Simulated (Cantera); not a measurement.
## Equilibrium for oxide etching and cleaning by halides: CuO + NF3 + H2 + HF

Feed: 1 mol CuO, 2.4 mol NF3, 2.5 mol H2, 7.9 mol HF, held at 4.70 Pa.

Equilibrium computed with Cantera from the NASA thermochemical tables; the gas is ideal and each condensed phase is pure. Candidate condensed phases: Cu, CuF2, CuO, Cu(OH)2, Cu2O, H2O; 45 gas species. Equilibrium is a limit: real reactors are often held back by kinetics, nucleation or transport.

```
T (°C)   x HF    x N2     x F    x CuF2    x CuF    x O2       x O
------  -----  ------  ------  --------  -------  ------  --------
950     0.816  0.0758  0.0138    0.0621  0.00116  0.0316   1.05e-6
1000    0.814  0.0757  0.0161    0.0596  0.00350  0.0315   2.78e-6
1050    0.810  0.0753  0.0208    0.0545  0.00825  0.0314   6.87e-6
1100    0.804  0.0747  0.0283    0.0465   0.0158  0.0311   1.59e-5
1150    0.795  0.0739  0.0380    0.0360   0.0257  0.0308   3.45e-5
1200    0.787  0.0731  0.0485    0.0247   0.0363  0.0304   7.10e-5
1250    0.779  0.0724  0.0576    0.0149   0.0455  0.0301  0.000139
1300    0.774  0.0719  0.0639   0.00808   0.0519  0.0298  0.000263
1350    0.771  0.0716  0.0676   0.00413   0.0555  0.0295  0.000477
1400    0.769  0.0714  0.0697   0.00208   0.0573  0.0292  0.000834
1450    0.768  0.0712  0.0709   0.00106   0.0580  0.0289   0.00141
1500    0.766  0.0711  0.0719  0.000550   0.0577  0.0283   0.00231
1550    0.765  0.0709  0.0734  0.000293   0.0565  0.0276   0.00365
1600    0.762  0.0706  0.0758  0.000159   0.0539  0.0264   0.00561
```
x: gas mole fraction; nothing condenses.

From 950 °C to 1600 °C nothing is condensed. The main Cu-bearing gas is CuF2 at 950 °C and CuF at 1600 °C.
